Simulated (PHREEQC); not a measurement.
1 kg of water holding 0.0056 mol MgCl2, 0.36 mol NaCl, 0.31 mol KCl and 0.015 mol MgSO4 is evaporated at 25 °C; the solids stay in contact with the brine. The system is closed to CO2. Only these solids could form: Arcanite, Bischofite, Bloedite, Brucite, Carnallite, Epsomite, Glaserite, Halite, Hexahydrite, Kainite, Kieserite, Leonite, Mirabilite, Misenite, Schoenite, Sylvite, Thenardite, MgCl2_4H2O.

Computed with PHREEQC (Pitzer model, pitzer.dat).

```csv
water left (kg),ionic strength,water activity,Halite (mol),Sylvite (mol),Leonite (mol),Glaserite (mol)
1,0.747,0.978,0,0,0,0
0.6755,___,0.967,0,0,0,0
0.5552,1.35,0.960,0,0,0,0
0.4563,1.64,0.951,0,0,0,0
0.3082,___,0.926,0,0,0,0
0.2082,3.59,0.887,0,0,0,0
0.1711,4.36,0.859,0,0,0,0
0.1407,5.31,0.825,0,0,0,0
0.09502,7.14,0.752,0,___,0,0
0.06418,8.04,___,0.0528,0.178,0,0
0.05275,8.23,0.714,0.111,0.202,0,0
0.04335,8.45,0.712,0.159,0.221,0,0
0.0293,8.78,0.707,0.232,0.247,0,0.00184
0.01979,9.29,0.700,0.281,0.264,0,0.00302
0.01627,9.64,0.695,0.299,0.271,0,0.00339
0.01337,___,0.688,0.314,___,0,0.00361
0.008705,___,0.673,0.336,0.287,0,0.00122
0.005703,11.8,0.646,0.349,0.292,0.00541,0
0.004596,12.7,0.613,0.354,0.294,0.00578,0
```

Question: Fill in the missing entries.

Answer: 
- 0.6755, ionic strength: 1.11
- 0.3082, ionic strength: 2.42
- 0.09502, Sylvite (mol): 0.0680
- 0.06418, water activity: 0.715
- 0.01337, ionic strength: 10.1
- 0.01337, Sylvite (mol): 0.276
- 0.008705, ionic strength: 11.0
